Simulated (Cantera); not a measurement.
Charge: 1 mol Si, 2.2 mol HCl, held at 650 °C and 0.00133 bar.

These are equilibrium values from Cantera (NASA tables, ideal gas, pure condensed phases), not measurements of a reactor. Candidate condensed phases: Si; 19 gas species. The tables' values for SiCl3 are old estimates; treat these amounts as uncertain. Rates play no part.

Base state: H2 0.636, SiCl4 0.303, HCl 0.0328, SiHCl3 0.0210, SiCl3 0.00429, SiCl2 0.00244, SiH2Cl2 0.000142 (mole fractions); condensed: Si(s).

**Question.** What changes in the equilibrium state with this change: temperature from 650 °C to 1150 °C?

**Answer.** 
```json
[
 {"species": "H2", "before": "0.636", "after": "0.398"},
 {"species": "SiCl2", "before": "0.00244", "after": "0.360"},
 {"species": "HCl", "before": "0.0328", "after": "0.218"},
 {"species": "SiCl4", "before": "0.303", "after": "0.00401"},
 {"species": "SiHCl3", "before": "0.0210", "after": "0.000568"},
 {"species": "SiCl3", "before": "0.00429", "after": "0.0191"},
 {"species": "Cl", "before": "<1e-9", "after": "5.16e-5"},
 {"species": "H", "before": "5.37e-9", "after": "0.000115"},
 {"species": "SiCl", "before": "<1e-9", "after": "2.11e-5"},
 {"species": "SiH2Cl2", "before": "0.000142", "after": "1.23e-5"},
 {"species": "Si(s), mol", "before": "0.451", "after": "0.167"}
]
```
The tables' values for SiCl3, SiCl are old estimates; treat these amounts as uncertain.
